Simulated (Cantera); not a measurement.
An isothermal, constant-pressure homogeneous reactor starts with 2.05 % CO, 2.52 % O2, 2.24 % H2O, 93.2 % N2, equivalence ratio 0.41, at 1075 K and 488 Torr.

Model: GRI-Mech 3.0 (53 species, 325 reactions), integrated in Cantera.

x: mole fraction; the columns are a selection and need not sum to one.

| t (s) | x CO | x O2 | x H2O | x CO2 | x H2O2 | x H2 | x H |
|---|---|---|---|---|---|---|---|
| 0.000100 | 0.0205 | 0.0252 | 0.0224 | 1.94e-10 | <1e-12 | <1e-12 | 7.15e-12 |
| 0.000305 | 0.0205 | 0.0252 | 0.0224 | 7.86e-10 | <1e-12 | 6.71e-12 | 6.28e-11 |
| 0.000932 | 0.0205 | 0.0252 | 0.0224 | 6.45e-9 | <1e-12 | 1.67e-10 | 5.38e-10 |
| 0.00285 | 0.0205 | 0.0252 | 0.0224 | 4.00e-7 | 3.48e-11 | 1.43e-8 | [?] |
| 0.00869 | 0.0167 | 0.0233 | 0.0221 | 0.00388 | 2.84e-7 | 0.000206 | [?] |
| 0.0265 | 0.00341 | 0.0168 | 0.0224 | 0.0173 | 3.11e-7 | 8.59e-5 | [?] |
| 0.0809 | 0.000456 | 0.0153 | 0.0226 | 0.0203 | 1.30e-7 | 1.10e-5 | [?] |
| 0.247 | 4.61e-5 | 0.0151 | 0.0226 | 0.0207 | 2.17e-8 | 9.57e-7 | [?] |
| 0.754 | 3.55e-6 | 0.0151 | 0.0226 | 0.0207 | 3.00e-9 | 7.59e-8 | [?] |
| 2.30 | 2.26e-7 | 0.0151 | 0.0226 | 0.0207 | 4.21e-10 | 6.44e-9 | 4.35e-11 |
| 7.03 | 8.51e-9 | 0.0151 | 0.0226 | 0.0207 | 8.43e-11 | 7.75e-10 | 2.48e-12 |
| 21.5 | 2.97e-10 | 0.0151 | 0.0226 | 0.0207 | 3.55e-11 | 2.91e-10 | <1e-12 |
| 65.5 | 1.89e-10 | 0.0151 | 0.0226 | 0.0207 | 2.51e-11 | 2.19e-10 | <1e-12 |
| 200 | 1.44e-10 | 0.0151 | 0.0226 | 0.0207 | 1.68e-11 | 1.69e-10 | <1e-12 |

### Question
Complete the blanks.

### Answer

- 0.00285, x H: 2.83e-8
- 0.00869, x H: 0.000120
- 0.0265, x H: 2.18e-5
- 0.0809, x H: 1.20e-6
- 0.247, x H: 4.67e-8
- 0.754, x H: 1.37e-9
